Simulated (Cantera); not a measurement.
A Cantera script and its output.

```python
import numpy as np
import cantera as ct

gas = ct.Solution("h2o2.yaml")
gas.TPX = 1175, 94000, {'H2': 1.3, 'O2': 1, 'N2': 18}
inlet = ct.Reservoir(gas, clone=True)

reactor = ct.IdealGasConstPressureReactor(gas, energy="off", clone=False)
exhaust = ct.Reservoir(gas, clone=True)
tau = [15, 3.2, 0.67, 0.14, 0.03, 0.0064, 0.0014][0]
for a, b in ((inlet, reactor), (reactor, exhaust)):
    ct.MassFlowController(a, b, mdot=lambda t: reactor.mass / tau)
net = ct.ReactorNet([reactor])
show = ['H2', 'O2', 'H2O2', 'HO2', 'H']

rows = []
print(f"{'tau/s':>10s}{'T/K':>9s}" + "".join(f"{s:>11s}" for s in show))
for tau in [15, 3.2, 0.67, 0.14, 0.03, 0.0064, 0.0014]:
    net.initial_time = 0.0
    net.advance(30 * tau)
    before = gas.X
    net.advance(40 * tau)
    drift = np.max(np.abs(gas.X - before) / (gas.X + 1e-9))
    rows.append([gas.T, *gas[show].X, drift])
    print(f"{tau:10.3e}{gas.T:9.1f}" + "".join(f"{x:11.3e}" for x in gas[show].X))
```

It prints:

```
     tau/s      T/K         H2         O2       H2O2        HO2          H
 1.500e+01   1175.0  1.447e-05  1.781e-02  5.597e-08  4.872e-07  1.812e-07
 3.200e+00   1175.0  4.133e-05  1.782e-02  1.292e-07  1.255e-06  8.469e-07
 6.700e-01   1175.0  1.176e-04  1.785e-02  2.876e-07  2.872e-06  4.025e-06
 1.400e-01   1175.0  3.222e-04  1.793e-02  5.804e-07  5.370e-06  1.903e-05
 3.000e-02   1175.0  8.272e-04  1.814e-02  9.873e-07  8.056e-06  8.631e-05
 6.400e-03   1175.0  2.039e-03  1.869e-02  1.407e-06  1.034e-05  3.777e-04
 1.400e-03   1175.0  4.775e-03  2.006e-02  1.676e-06  1.219e-05  1.466e-03
```

Computed with Cantera and the H2/O2 subset of GRI-Mech 3.0, which has no nitrogen chemistry. The temperature is held fixed by assumption; the heat of reaction is taken as removed at once.
